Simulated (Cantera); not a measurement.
Charge: 1 mol Si2H6, 9.7 mol NO, 170 mol N2, held at 0.0250 bar.

Equilibrium computed with Cantera from the NASA thermochemical tables; the gas is ideal and each condensed phase is pure. Candidate condensed phases: H2O, Si, SiO2, Si2N2O, Si3N4; 35 gas species. The feed counts by its element totals alone. The tables hold silica as quartz up to 1696 K and as liquid above; real silica turns to tridymite and cristobalite and melts near 1996 K. Rates play no part.

**Question.** Which condensed phases are stable at each of these points (T (K)): 773, 848, 923, 998, 1073, 1148, 1223, 1298, 1373, 1448, 1523, 1598?

**Answer.** 
| T (K) | condensed phases | Si condensed (%) |
|---|---|---|
| 773 | SiO2(α-quartz) | 100.0 |
| 848 | SiO2(β-quartz) | 100.0 |
| 923 | SiO2(β-quartz) | 100.0 |
| 998 | SiO2(β-quartz) | 100.0 |
| 1073 | SiO2(β-quartz) | 100.0 |
| 1148 | SiO2(β-quartz) | 100.0 |
| 1223 | SiO2(β-quartz) | 100.0 |
| 1298 | SiO2(β-quartz) | 100.0 |
| 1373 | SiO2(β-quartz) | 100.0 |
| 1448 | SiO2(β-quartz) | 100.0 |
| 1523 | SiO2(β-quartz) | 100.0 |
| 1598 | SiO2(β-quartz) | 100.0 |

At 773 K the condensed part is SiO2(α-quartz). From 848 K to 1598 K the condensed part is SiO2(β-quartz).
